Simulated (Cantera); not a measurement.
A Cantera script and what it prints.

```python
import numpy as np
import cantera as ct

gas_names = [...]  # 83 gases of nasa_gas.yaml made of C, H, S
cond_names = """
    C(gr) C6H6(L) C7H8(L) C8H18(L),n-octa S(cr1) S(cr2) S(L)
""".split()


# ... load() reads the species with a 1 bar reference pressure and builds the phases ...
atoms = {
    'CS2': {'C': 1, 'S': 2},
    'H2': {'H': 2},
}
top_T = {'C(gr)': 4500}  # K; cautious upper limits of use, not melting points


# ... equilibrate(T, P, feed) seeds the gas with the atoms and calls Mixture.equilibrate('TP', solver="vcs", rtol=1e-11, max_steps=5000) ...
results = []
T = 2525  # K
P = 340000  # Pa
for m in [0.043, 0.053, 0.066, 0.081, 0.1, 0.13, 0.16, 0.19, 0.24, 0.3, 0.37, 0.46]:
    feed = {'CS2': 1, 'H2': m}  # mol
    mix = equilibrate(T, P, feed)
    results.append((T, P, feed, dict(zip(mix.species_names, mix.species_moles))))

top = {s: max(r[3][s] / sum(r[3][g] for g in gas_names) for r in results) for s in gas_names}
cols = sorted((s for s in top if top[s] > 0.001), key=lambda s: -top[s])[:9]
seen = [c for c in cond_names if any(r[3].get(c, 0) > 1e-12 for r in results)]
print("log10 of partial pressures in bar; condensed amounts in mol")
print(f"{'n(H2)':>10s}" + "".join(f"{s[:9]:>10s}" for s in cols + seen))
for T, P, feed, n in results:
    ng = sum(n[g] for g in gas_names)
    print(f"{feed['H2']:10.4g}" + "".join(f"{np.log10(max(n[s] / ng * P / 1e5, 1e-99)):10.3f}" for s in cols)
          + "".join(f"{n.get(c, 0):10.4g}" for c in seen))
```

Output:

```
log10 of partial pressures in bar; condensed amounts in mol
     n(H2)       CS2        CS        H2        S2        SH       H2S         S         H C2H2,acet     C(gr)
     0.043     0.243    -0.002    -1.072    -0.318    -1.441    -1.951    -1.472    -2.089    -2.993  0.007911
     0.053     0.238    -0.004    -0.976    -0.322    -1.395    -1.857    -1.474    -2.040    -2.897  0.008094
     0.066     0.232    -0.007    -0.877    -0.328    -1.349    -1.761    -1.477    -1.991    -2.797  0.008243
     0.081     0.226    -0.011    -0.786    -0.335    -1.307    -1.673    -1.481    -1.945    -2.706  0.008325
       0.1     0.217    -0.015    -0.694    -0.343    -1.265    -1.585    -1.485    -1.899    -2.614  0.008325
      0.13     0.205    -0.021    -0.582    -0.356    -1.215    -1.480    -1.491    -1.843    -2.503   0.00816
      0.16     0.192    -0.027    -0.496    -0.368    -1.179    -1.400    -1.497    -1.800    -2.417  0.007849
      0.19     0.180    -0.033    -0.427    -0.381    -1.150    -1.337    -1.503    -1.766    -2.348  0.007433
      0.24     0.160    -0.043    -0.336    -0.400    -1.114    -1.255    -1.513    -1.720    -2.256  0.006568
       0.3     0.138    -0.054    -0.252    -0.423    -1.083    -1.183    -1.524    -1.678    -2.172  0.005324
      0.37     0.113    -0.067    -0.176    -0.448    -1.058    -1.120    -1.537    -1.640    -2.097  0.003673
      0.46     0.082    -0.082    -0.102    -0.479    -1.036    -1.061    -1.552    -1.603    -2.022  0.001329
```

These are equilibrium values from Cantera (NASA tables, ideal gas, pure condensed phases), not measurements of a reactor.
